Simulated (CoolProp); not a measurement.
Saturated liquid density (kg/m³) of dimethyl carbonate: the reference equation beside estimates from Tc = 557.0 K, pc = 4.909 MPa, ω = 0.346. Rackett uses Z = 0.29056 − 0.08775 ω.

Values from CoolProp's reference Helmholtz-energy equation of state, Zhou 2011.

```
T (K)  reference  Rackett  van der Waals  Redlich-Kwong  Soave-Redlich-Kwong  Peng-Robinson
-----  ---------  -------  -------------  -------------  -------------------  -------------
284.1       1082     1100          622.4          923.6                953.7           1073
288.5       1076     1095          619.6          918.9                949.8           1068
292.8       1070      ___          616.8          914.3                945.9           1064
297.2       1064     1083          614.0          909.5                941.8           1060
301.5       1059     1078          611.1          904.8                937.7           1056
305.9       1053     1072          608.2          899.8                933.5           1051
310.2       1047     1067          605.3            ___                929.3           1047
314.6       1041     1061          602.3          889.9                924.9           1042
318.9       1035     1055          599.3          884.8                  ___           1037
323.3       1030     1049          596.3          879.6                916.0           1032
327.6       1024     1043          593.2          874.4                911.4           1028
332         1018     1037          590.1          869.1                906.7           1023
336.3       1012     1031          587.0          863.7                902.0           1018
340.7       1006     1025          583.8          858.2                897.1           1012
345        999.8     1019          580.6          852.7                892.2           1007
```

**Question.** Complete the blanks.

**Answer.** 
- 292.8, Rackett: 1089
- 310.2, Redlich-Kwong: 894.9
- 318.9, Soave-Redlich-Kwong: 920.5

Absolute difference from the reference over all 15 rows, mean and median: Rackett 1.8 and 1.9 %, van der Waals 42.2 and 42.1 %, Redlich-Kwong 14.6 and 14.6 %, Soave-Redlich-Kwong 11.2 and 11.2 %, Peng-Robinson 0.4 and 0.4 %.
